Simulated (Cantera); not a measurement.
Cantera run:

```python
import numpy as np
import cantera as ct

gas_names = [...]  # 109 gases of nasa_gas.yaml made of C, Cl, H, Si
cond_names = """
    C(gr) C6H6(L) C7H8(L) C8H18(L),n-octa Si(cr) Si(L) SiC(b)
""".split()


# ... load() reads the species with a 1 bar reference pressure and builds the phases ...
atoms = {
    '(CH3)2SiCl2': {'C': 2, 'H': 6, 'Si': 1, 'CL': 2},
    'C2H2': {'C': 2, 'H': 2},
    'H2': {'H': 2},
    'C2H4': {'C': 2, 'H': 4},
}
top_T = {'C(gr)': 4500, 'SiC(b)': 3050}  # K; cautious upper limits of use, not melting points


# ... equilibrate(T, P, feed) seeds the gas with the atoms and calls Mixture.equilibrate('TP', solver="vcs", rtol=1e-11, max_steps=5000) ...
results = []
feed = {'(CH3)2SiCl2': 1, 'C2H2': 0.041, 'H2': 4.3, 'C2H4': 0.3}  # mol
P = 13332.2  # Pa
for T in [1100, 1125, 1150, 1175, 1200, 1225, 1250, 1275, 1300, 1325, 1350, 1375, 1400]:
    mix = equilibrate(T, P, feed)
    results.append((T, P, feed, dict(zip(mix.species_names, mix.species_moles))))
    x = sorted(zip(gas.X, gas.species_names), reverse=True)
    print(f"T = {T:g} K  P = {P:g} Pa  gas = {mix.phase_moles(0):.4g} mol")
    print("   x: " + "  ".join(f"{s} {v:.3e}" for v, s in x if v > 0.0001))
    print("   condensed (mol): " + ("  ".join(f"{mix.phase(i).name} {mix.phase_moles(i):.4g}"
          for i in range(1, mix.n_phases) if mix.phase_moles(i) > 1e-12) or "none"))
```

Output:

```
T = 1100 K  P = 13332.2 Pa  gas = 8.737 mol
   x: H2 8.266e-01  HCL 1.499e-01  SiCL4 1.840e-02  CH4 3.270e-03  SiHCL3 1.496e-03  SiCL3 2.519e-04
   condensed (mol): C(gr) 1.83  SiC(b) 0.8234
T = 1125 K  P = 13332.2 Pa  gas = 8.771 mol
   x: H2 8.187e-01  HCL 1.617e-01  SiCL4 1.531e-02  CH4 2.578e-03  SiHCL3 1.347e-03  SiCL3 2.951e-04
   condensed (mol): C(gr) 1.809  SiC(b) 0.8505
T = 1150 K  P = 13332.2 Pa  gas = 8.801 mol
   x: H2 8.113e-01  HCL 1.725e-01  SiCL4 1.248e-02  CH4 2.054e-03  SiHCL3 1.192e-03  SiCL3 3.360e-04
   condensed (mol): C(gr) 1.788  SiC(b) 0.8757
T = 1175 K  P = 13332.2 Pa  gas = 8.828 mol
   x: H2 8.046e-01  HCL 1.822e-01  SiCL4 9.961e-03  CH4 1.653e-03  SiHCL3 1.037e-03  SiCL3 3.720e-04  SiCL2 1.357e-04
   condensed (mol): C(gr) 1.769  SiC(b) 0.8983
T = 1200 K  P = 13332.2 Pa  gas = 8.85 mol
   x: H2 7.988e-01  HCL 1.906e-01  SiCL4 7.786e-03  CH4 1.344e-03  SiHCL3 8.879e-04  SiCL3 4.008e-04  SiCL2 1.809e-04
   condensed (mol): C(gr) 1.752  SiC(b) 0.918
T = 1225 K  P = 13332.2 Pa  gas = 8.87 mol
   x: H2 7.939e-01  HCL 1.976e-01  SiCL4 5.972e-03  CH4 1.103e-03  SiHCL3 7.486e-04  SiCL3 4.211e-04  SiCL2 2.348e-04
   condensed (mol): C(gr) 1.738  SiC(b) 0.9345
T = 1250 K  P = 13332.2 Pa  gas = 8.885 mol
   x: H2 7.899e-01  HCL 2.033e-01  SiCL4 4.507e-03  CH4 9.146e-04  SiHCL3 6.231e-04  SiCL3 4.326e-04  SiCL2 2.973e-04
   condensed (mol): C(gr) 1.726  SiC(b) 0.9478
T = 1275 K  P = 13332.2 Pa  gas = 8.898 mol
   x: H2 7.868e-01  HCL 2.077e-01  SiCL4 3.359e-03  CH4 7.650e-04  SiHCL3 5.135e-04  SiCL3 4.362e-04  SiCL2 3.686e-04
   condensed (mol): C(gr) 1.717  SiC(b) 0.9583
T = 1300 K  P = 13332.2 Pa  gas = 8.907 mol
   x: H2 7.844e-01  HCL 2.111e-01  SiCL4 2.482e-03  CH4 6.452e-04  SiCL2 4.485e-04  SiCL3 4.331e-04  SiHCL3 4.202e-04
   condensed (mol): C(gr) 1.71  SiC(b) 0.9662
T = 1325 K  P = 13332.2 Pa  gas = 8.915 mol
   x: H2 7.827e-01  HCL 2.136e-01  SiCL4 1.826e-03  CH4 5.483e-04  SiCL2 5.372e-04  SiCL3 4.250e-04  SiHCL3 3.425e-04
   condensed (mol): C(gr) 1.705  SiC(b) 0.972
T = 1350 K  P = 13332.2 Pa  gas = 8.92 mol
   x: H2 7.814e-01  HCL 2.155e-01  SiCL4 1.343e-03  SiCL2 6.351e-04  CH4 4.692e-04  SiCL3 4.134e-04  SiHCL3 2.788e-04
   condensed (mol): C(gr) 1.702  SiC(b) 0.9761
T = 1375 K  P = 13332.2 Pa  gas = 8.925 mol
   x: H2 7.805e-01  HCL 2.168e-01  SiCL4 9.888e-04  SiCL2 7.424e-04  CH4 4.042e-04  SiCL3 3.997e-04  SiHCL3 2.271e-04
   condensed (mol): C(gr) 1.699  SiC(b) 0.9789
T = 1400 K  P = 13332.2 Pa  gas = 8.928 mol
   x: H2 7.798e-01  HCL 2.176e-01  SiCL2 8.597e-04  SiCL4 7.310e-04  SiCL3 3.848e-04  CH4 3.502e-04  SiHCL3 1.854e-04
   condensed (mol): C(gr) 1.698  SiC(b) 0.9806
```

Method: chemical equilibrium by Gibbs-energy minimisation in Cantera with the NASA 1993 tables (ideal gas, pure condensed phases). The feed counts by its element totals alone. The tables' values for SiCl3 are old estimates; treat these amounts as uncertain.
